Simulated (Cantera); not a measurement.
A Cantera script and what it prints.

```python
import numpy as np
import cantera as ct

gas_names = """
    AL ALCL ALCL2 ALCL3 ALH ALN AL2 AL2CL6 CL CL2 H HCL H2 N NH NH2 NH3 N2 N2H2 N2H4
""".split()
cond_names = """
    AL(cr) AL(L) ALCL3(s) ALCL3(L) ALN(s) NH4CL(a) NH4CL(b)
""".split()


# ... load() reads the species with a 1 bar reference pressure and builds the phases ...
atoms = {
    'AlN': {'AL': 1, 'N': 1},
    'HCl': {'H': 1, 'CL': 1},
    'N2': {'N': 2},
}
top_T = {'ALN(s)': 2750}  # K; cautious upper limits of use, not melting points


# ... equilibrate(T, P, feed) seeds the gas with the atoms and calls Mixture.equilibrate('TP', solver="vcs", rtol=1e-11, max_steps=5000) ...
results = []
T = 1248  # K
P = 1400  # Pa
for m in [1.5, 1.9, 2.2, 2.7, 3.2, 3.9, 4.7, 5.6, 6.7, 8.1]:
    feed = {'AlN': 1, 'HCl': m, 'N2': 71}  # mol
    mix = equilibrate(T, P, feed)
    results.append((T, P, feed, dict(zip(mix.species_names, mix.species_moles))))

top = {s: max(r[3][s] / sum(r[3][g] for g in gas_names) for r in results) for s in gas_names}
cols = sorted((s for s in top if top[s] > 1e-05), key=lambda s: -top[s])[:9]
seen = [c for c in cond_names if any(r[3].get(c, 0) > 1e-12 for r in results)]
print("log10 of partial pressures in bar; condensed amounts in mol")
print(f"{'n(HCl)':>10s}" + "".join(f"{s[:9]:>10s}" for s in cols + seen))
for T, P, feed, n in results:
    ng = sum(n[g] for g in gas_names)
    print(f"{feed['HCl']:10.4g}" + "".join(f"{np.log10(max(n[s] / ng * P / 1e5, 1e-99)):10.3f}" for s in cols)
          + "".join(f"{n.get(c, 0):10.4g}" for c in seen))
```

Result:

```
log10 of partial pressures in bar; condensed amounts in mol
    n(HCl)        N2       HCL        H2     ALCL3     ALCL2      ALCL    ALN(s)
       1.5    -1.862    -4.082    -3.986    -4.165    -6.174    -6.795    0.6414
       1.9    -1.864    -3.994    -3.880    -4.059    -6.104    -6.759    0.5406
       2.2    -1.866    -3.940    -3.815    -3.994    -6.060    -6.737    0.4645
       2.7    -1.868    -3.865    -3.725    -3.904    -5.999    -6.706    0.3368
       3.2    -1.871    -3.804    -3.651    -3.829    -5.949    -6.680     0.208
       3.9    -1.874    -3.733    -3.565    -3.744    -5.892    -6.651   0.02658
       4.7    -1.879    -3.501    -3.558    -3.735    -6.111    -7.098         0
       5.6    -1.884    -3.323    -3.562    -3.739    -6.297    -7.465         0
       6.7    -1.890    -3.176    -3.569    -3.745    -6.452    -7.770         0
       8.1    -1.898    -3.044    -3.576    -3.753    -6.595    -8.048         0
```

Equilibrium computed with Cantera from the NASA thermochemical tables; the gas is ideal and each condensed phase is pure. The tables' values for AlCl2 are old estimates; treat these amounts as uncertain.
